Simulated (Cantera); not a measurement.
An isothermal, constant-pressure homogeneous reactor starts with H₂ : O₂ = 0.051 : 1 (molar parts), at 1373 K and 5.55 Torr.

Computed with Cantera and the H2/O2 subset of GRI-Mech 3.0, which has no nitrogen chemistry. Radical loss at walls, strong at low pressure, is not modelled. The temperature is held fixed by assumption; the heat of reaction is taken as removed at once.

x: mole fraction; the columns are a selection and need not sum to one.

```json
[
 {"t (s)": "1.00e-5", "x H₂": "0.0485", "x O₂": "0.951", "x HO₂": "4.09e-9", "x OH": "4.63e-10", "x H₂O₂": "<1e-12"},
 {"t (s)": "3.98e-5", "x H₂": "0.0485", "x O₂": "0.951", "x HO₂": "1.63e-8", "x OH": "5.66e-9", "x H₂O₂": "2.68e-12"},
 {"t (s)": "0.000158", "x H₂": "0.0485", "x O₂": "0.951", "x HO₂": "6.48e-8", "x OH": "5.41e-8", "x H₂O₂": "4.18e-11"},
 {"t (s)": "0.000631", "x H₂": "0.0485", "x O₂": "0.951", "x HO₂": "2.58e-7", "x OH": "1.63e-6", "x H₂O₂": "6.25e-10"},
 {"t (s)": "0.00251", "x H₂": "0.00988", "x O₂": "0.920", "x HO₂": "1.29e-6", "x OH": "0.00904", "x H₂O₂": "6.93e-8"},
 {"t (s)": "0.0100", "x H₂": "0.000787", "x O₂": "0.911", "x HO₂": "1.10e-6", "x OH": "0.00536", "x H₂O₂": "3.15e-8"},
 {"t (s)": "0.0398", "x H₂": "0.000708", "x O₂": "0.915", "x HO₂": "1.07e-6", "x OH": "0.00510", "x H₂O₂": "3.11e-8"},
 {"t (s)": "0.158", "x H₂": "[?]", "x O₂": "0.928", "x HO₂": "[?]", "x OH": "[?]", "x H₂O₂": "2.89e-8"},
 {"t (s)": "0.631", "x H₂": "0.000143", "x O₂": "0.943", "x HO₂": "5.36e-7", "x OH": "0.00232", "x H₂O₂": "1.95e-8"},
 {"t (s)": "2.51", "x H₂": "[?]", "x O₂": "0.949", "x HO₂": "[?]", "x OH": "[?]", "x H₂O₂": "[?]"},
 {"t (s)": "10.0", "x H₂": "1.74e-6", "x O₂": "0.950", "x HO₂": "3.47e-8", "x OH": "0.000258", "x H₂O₂": "1.71e-9"}
]
```

Question: Fill in the missing entries.

Answer: 
- 0.158, x H₂: 0.000474
- 0.158, x HO₂: 9.32e-7
- 0.158, x OH: 0.00420
- 2.51, x H₂: 1.71e-5
- 2.51, x HO₂: 1.39e-7
- 2.51, x OH: 0.000807
- 2.51, x H₂O₂: 7.08e-9
